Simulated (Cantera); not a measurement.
A freely propagating, adiabatic, planar premixed flame of 41.6 % H2, 12.2 % O2, 46.2 % N2, unburnt at 600 K and 11000 Pa; mixture-averaged transport, grid criteria slope 0.08 and curve 0.16, no radiation.

Model: the H2/O2 subset of GRI-Mech 3.0, which has no nitrogen chemistry, integrated in Cantera. Burning velocities carry a grid error of a few per cent, more on coarse grids.

x: mole fraction of selected species; z is measured from the peak of heat release.

```json
[
 {"z (mm)": "-23.7", "T (K)": "600", "u (m/s)": "6.69", "x H2": "0.416", "x O2": "0.122", "x OH": "<1e-8", "x H": "<1e-8", "x H2O2": "<1e-8", "x H2O": "<1e-8"},
 {"z (mm)": "-15.8", "T (K)": "600", "u (m/s)": "6.69", "x H2": "0.416", "x O2": "0.122", "x OH": "<1e-8", "x H": "<1e-8", "x H2O2": "<1e-8", "x H2O": "<1e-8"},
 {"z (mm)": "-11.9", "T (K)": "600", "u (m/s)": "6.69", "x H2": "0.416", "x O2": "0.122", "x OH": "<1e-8", "x H": "<1e-8", "x H2O2": "<1e-8", "x H2O": "<1e-8"},
 {"z (mm)": "-7.91", "T (K)": "600", "u (m/s)": "6.69", "x H2": "0.416", "x O2": "0.122", "x OH": "<1e-8", "x H": "4.27e-7", "x H2O2": "<1e-8", "x H2O": "2.92e-8"},
 {"z (mm)": "-3.95", "T (K)": "608", "u (m/s)": "6.77", "x H2": "0.414", "x O2": "0.122", "x OH": "?", "x H": "?", "x H2O2": "2.83e-7", "x H2O": "?"},
 {"z (mm)": "-1.98", "T (K)": "722", "u (m/s)": "7.97", "x H2": "0.391", "x O2": "0.118", "x OH": "0.000228", "x H": "0.0122", "x H2O2": "2.76e-7", "x H2O": "0.0109"},
 {"z (mm)": "0", "T (K)": "1093", "u (m/s)": "11.8", "x H2": "0.238", "x O2": "0.0674", "x OH": "0.00238", "x H": "0.0933", "x H2O2": "2.76e-7", "x H2O": "0.116"},
 {"z (mm)": "1.98", "T (K)": "1343", "u (m/s)": "14.3", "x H2": "0.131", "x O2": "0.00944", "x OH": "0.00467", "x H": "0.139", "x H2O2": "2.52e-7", "x H2O": "0.228"},
 {"z (mm)": "3.95", "T (K)": "1438", "u (m/s)": "15.2", "x H2": "0.128", "x O2": "0.00494", "x OH": "0.00567", "x H": "0.132", "x H2O2": "2.34e-7", "x H2O": "0.238"},
 {"z (mm)": "7.91", "T (K)": "1551", "u (m/s)": "16.3", "x H2": "0.136", "x O2": "?", "x OH": "?", "x H": "?", "x H2O2": "?", "x H2O": "0.240"},
 {"z (mm)": "15.8", "T (K)": "1684", "u (m/s)": "17.5", "x H2": "0.146", "x O2": "0.00339", "x OH": "0.00821", "x H": "0.0994", "x H2O2": "1.26e-7", "x H2O": "0.244"},
 {"z (mm)": "31.6", "T (K)": "1826", "u (m/s)": "18.8", "x H2": "0.155", "x O2": "0.00255", "x OH": "0.00902", "x H": "0.0807", "x H2O2": "6.96e-8", "x H2O": "0.248"},
 {"z (mm)": "63.3", "T (K)": "1967", "u (m/s)": "20.0", "x H2": "0.164", "x O2": "0.00172", "x OH": "0.00907", "x H": "0.0625", "x H2O2": "3.62e-8", "x H2O": "0.254"}
]
```

### Question
What belongs in the gaps?

### Answer

- -3.95, x OH: 2.30e-5
- -3.95, x H: 0.000548
- -3.95, x H2O: 0.000565
- 7.91, x O2: 0.00412
- 7.91, x OH: 0.00696
- 7.91, x H: 0.117
- 7.91, x H2O2: 1.93e-7
